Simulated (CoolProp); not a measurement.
A closed Brayton cycle with carbon dioxide: compressor inlet 312.15 K and 9.1 MPa, high pressure 27.8 MPa, turbine inlet 685 K, compressor efficiency 0.85, turbine efficiency 0.93, recuperator effectiveness 0.9 (on enthalpy, no pinch check). Each further row changes one setting.

Model: reference Helmholtz-energy equation of state, Span 1996, in CoolProp.

```
case                           thermal efficiency (%)  net work (kJ/kg)  compressor to turbine work  compressor exit (K)  turbine exit (K)
-----------------------------  ----------------------  ----------------  --------------------------  -------------------  ----------------
as stated                                           …              85.9                        0.28                356.3             561.2
turbine inlet 635 K                              29.4              74.5                           …                356.3             516.0
compressor inlet 322.15 K                        29.3                 …                        0.43                    …             561.2
high pressure 23.6 MPa                           30.6                 …                        0.26                349.1                 …
recuperator effectiveness 0.5                    23.2              85.9                        0.28                356.3             561.2
```

Question: Complete the blanks.

Answer: 
- as stated, thermal efficiency (%): 31.8
- turbine inlet 635 K, compressor to turbine work: 0.31
- compressor inlet 322.15 K, net work (kJ/kg): 68.0
- compressor inlet 322.15 K, compressor exit (K): 404.0
- high pressure 23.6 MPa, net work (kJ/kg): 77.2
- high pressure 23.6 MPa, turbine exit (K): 578.9
